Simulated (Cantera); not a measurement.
Charge: 1 mol Cr₂O₃, 1.8 mol H₂, equilibrated at 2.10 bar.

Cantera equilibrium calculation (NASA polynomials, part measured and part estimated; ideal gas, pure solids and liquids). Candidate condensed phases: Cr, Cr₂O₃, H₂O; 13 gas species. Mutual solubility and eutectic melting of coexisting phases are not modelled. Kinetics and transport are ignored.

log p: log10 of the partial pressure in bar; n: condensed amount in mol.

```csv
T (K),log p H₂,log p H₂O,log p H,log p Cr,log p CrO,log p OH,n Cr(s),n Cr₂O₃(s)
1573,0.32,-2.39,-4.23,-5.63,-8.78,-8.38,0.00235,0.999
1623,0.32,-2.26,-4.00,-5.24,-8.22,-7.96,0.00314,0.998
1673,0.32,-2.14,-3.78,-4.87,-7.70,-7.56,0.00412,0.998
1723,0.32,(withheld),(withheld),(withheld),(withheld),(withheld),(withheld),0.997
1773,0.32,(withheld),(withheld),(withheld),(withheld),(withheld),(withheld),0.997
1823,0.32,-1.82,-3.20,-3.89,-6.30,-6.50,0.00846,0.996
1873,0.32,-1.73,-3.03,-3.61,-5.89,-6.19,0.0104,0.995
1923,0.32,-1.64,-2.87,-3.33,-5.50,-5.89,0.0127,0.993
1973,0.32,-1.56,-2.71,-3.08,-5.13,-5.61,0.0152,0.992
2023,0.31,-1.48,-2.56,-2.83,-4.78,-5.34,0.0178,0.990
2073,0.31,-1.40,-2.42,-2.60,-4.45,-5.08,0.0206,0.989
```

What belongs in the gaps?


- 1773, log p H₂O: -1.92
- 1773, log p H: -3.39
- 1773, log p Cr: -4.20
- 1773, log p CrO: -6.74
- 1773, log p OH: -6.84
- 1773, n Cr(s): 0.00676
- 1723, log p H₂O: -2.03
- 1723, log p H: -3.58
- 1723, log p Cr: -4.52
- 1723, log p CrO: -7.20
- 1723, log p OH: -7.19
- 1723, n Cr(s): 0.00532
